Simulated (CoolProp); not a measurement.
A single-stage vapour-compression cycle with propane: evaporating at 219.15 K (dew point), condensing at 285.15 K (bubble point), superheat 2 K, subcooling 8 K, compressor efficiency 0.8, no pressure losses. Each further row changes one setting.

Values from CoolProp's reference Helmholtz-energy equation of state, Lemmon 2009.

| case | cooling COP | pressure ratio | discharge temperature (K) | refrigerating effect (kJ/kg) | volumetric capacity (kJ/m³) |
|---|---|---|---|---|---|
| as stated | (withheld) | 11.6 | 322.4 | 304 | 434 |
| evaporating temperature 224.15 K | 2.41 | 9.10 | 318.2 | 310 | 555 |
| condensing temperature 280.15 K | (withheld) | 10.1 | 316.2 | 317 | 452 |
| subcooling 13 K | 2.21 | 11.6 | 322.4 | 317 | 452 |
| superheat 12 K | (withheld) | 11.6 | 333.2 | (withheld) | (withheld) |
| compressor efficiency 0.7 | (withheld) | 11.6 | 333.1 | 304 | 434 |

Question: Fill in the missing entries.

Answer: 
- as stated, cooling COP: 2.13
- condensing temperature 280.15 K, cooling COP: 2.36
- superheat 12 K, cooling COP: 2.12
- superheat 12 K, refrigerating effect (kJ/kg): 318
- superheat 12 K, volumetric capacity (kJ/m³): 433
- compressor efficiency 0.7, cooling COP: 1.86
